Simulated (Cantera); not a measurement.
Charge: 1 mol SiHCl3, 7.7 mol NH3, 91 mol N2, at 1350 °C and 1330 Pa.

Equilibrium computed with Cantera from the NASA thermochemical tables; the gas is ideal and each condensed phase is pure. Candidate condensed phases: NH4Cl, Si, Si3N4; 28 gas species. The tables' values for SiCl3 are old estimates; treat these amounts as uncertain. Kinetics and transport are ignored.

**Question.** What is the equilibrium state?

**Answer.** 
```json
{
 "x(N2)": "0.874",
 "x(H2)": "0.0999",
 "x(HCl)": "0.0234",
 "x(SiCl2)": "0.00216",
 "x(H)": "0.000189",
 "x(Cl)": "3.49e-5",
 "x(SiCl3)": "2.22e-5",
 "x(SiCl)": "3.13e-6",
 "x(Si)": "1.32e-6",
 "n(Si3N4(s))": "0.255 mol",
 "gas_amount": "107.9 mol",
 "log10 activity of Si(s) (absent)": "-0.95"
}
```
